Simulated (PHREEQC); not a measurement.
# Nickel, zinc or cadmium bath

Make-up at 20 °C: 0.011 mol/kgw CdI2, 0.0001 mol/kgw KCl and 0.13 mol/kgw NiCl2. Closed to the air; pH follows from the charge balance.

Equilibrium calculation in PHREEQC: ion-association model, wateq4f.dat.

This is a speciation only: nothing precipitates in the calculation.

Problem. Predict the pH, ionic strength.

Solution. pH 5.68; ionic strength 0.351 mol/kgw.

Problem. In which forms is Cl present?

Solution. Cl- 85 %, NiCl+ 6.1 %, NiCl2 4.4 %, CdCl+ 2.3 %, CdCl2 1.9 % of the Cl.

Species that the database lacks are ignored.
